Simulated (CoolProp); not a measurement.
C3F8 (R218) along the isotherm 440 K: fugacity coefficient from the reference equation and from simpler models built on Tc = 345.0 K, pc = 2.640 MPa, ω = 0.317; each cubic takes its own stable root.

Computed with CoolProp (reference Helmholtz-energy equation of state, Lemmon 2006). It is a short technical equation, of lower accuracy than the large ones.

| p (MPa) | phase | reference | van der Waals | Redlich-Kwong | Soave-Redlich-Kwong |
|---|---|---|---|---|---|
| 0.0417 | gas | 0.9979 | 0.9975 | 0.9974 | 0.9979 |
| 0.095 | gas | 0.9952 | 0.9942 | 0.9941 | 0.9952 |
| 0.216 | gas | 0.9891 | 0.9868 | 0.9866 | 0.9891 |
| 0.492 | gas | 0.9753 | 0.9701 | 0.9696 | 0.9754 |
| 1.12 | gas | 0.9444 | 0.9324 | 0.9319 | 0.9450 |
| 2.55 | gas | 0.8763 | 0.8484 | 0.8504 | 0.8798 |
| 5.8 | supercritical | 0.7400 | 0.6740 | 0.6931 | 0.7566 |
| 13.2 | supercritical | 0.5828 | 0.5200 | 0.5278 | 0.6218 |
